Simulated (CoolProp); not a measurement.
Aqueous potassium acetate as a coolant, 26 % by mass, freezing at -17.4 °C, 1 atm.

The numbers come from the Melinder's fits for secondary coolants in CoolProp.

| T (°C) | density (kg/m³) | viscosity (mPa s) | conductivity (W/(m K)) | Prandtl number |
|---|---|---|---|---|
| -16.4 | 1147 | 6.99 | 0.464 | 49.4 |
| -11.5 | 1146 | 5.60 | 0.470 | 39.1 |
| -6.6 | 1144 | 4.57 | 0.477 | 31.6 |
| -1.7 | 1143 | 3.80 | 0.484 | 26.0 |
| 3.2 | 1141 | 3.21 | 0.490 | 21.7 |
| 8.1 | 1139 | 2.75 | 0.497 | 18.4 |
| 13 | 1138 | 2.39 | 0.503 | 15.8 |
| 17.8 | 1136 | 2.11 | 0.510 | 13.8 |
| 22.7 | 1134 | 1.87 | 0.516 | 12.1 |
| 27.6 | 1132 | 1.67 | 0.523 | 10.7 |
| 32.5 | 1129 | 1.51 | 0.529 | 9.59 |
